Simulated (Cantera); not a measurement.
## Thermodynamics of hydrogen reduction and annealing atmospheres, feed PbO + H2 + H2O

Charge: 1 mol PbO, a varied amount of H2, 3.2 mol H2O, held at 1850 °C and 7.10 bar.

Equilibrium computed with Cantera from the NASA thermochemical tables; the gas is ideal and each condensed phase is pure. Candidate condensed phases: H2O, Pb, PbO, PbO2, Pb3O4; 12 gas species. Gases not in the tables: (PbO)n polymers. Kinetics and transport are ignored.

```tsv
n(H2) (mol)	log p H2O	log p H2	log p Pb	log p PbO	log p OH	log p O2	log p H	log p Pb2
0.51	0.74	-1.41	-0.12	-0.13	-1.90	-2.00	-3.15	-2.66
1.4	0.72	-0.24	0.07	-1.13	-2.51	-4.41	-2.56	-2.27
2.3	0.66	0.16	0.03	-1.63	-2.77	-5.32	-2.37	-2.36
3.3	0.60	0.34	-0.03	-1.93	-2.92	-5.80	-2.27	-2.48
4.2	0.55	0.43	-0.08	-2.12	-3.02	-6.09	-2.23	-2.57
5.1	0.51	0.50	-0.12	-2.27	-3.10	-6.30	-2.20	-2.66
6	0.47	0.54	-0.16	-2.40	-3.16	-6.47	-2.17	-2.74
6.9	0.43	0.58	-0.20	-2.50	-3.21	-6.61	-2.16	-2.81
7.8	0.39	0.60	-0.23	-2.60	-3.26	-6.74	-2.14	-2.88
8.7	0.36	0.63	-0.26	-2.68	-3.30	-6.85	-2.13	-2.94
```
log p: log10 of the partial pressure in bar; nothing condenses.

From 0.51 mol H2 to 8.7 mol H2 nothing is condensed.
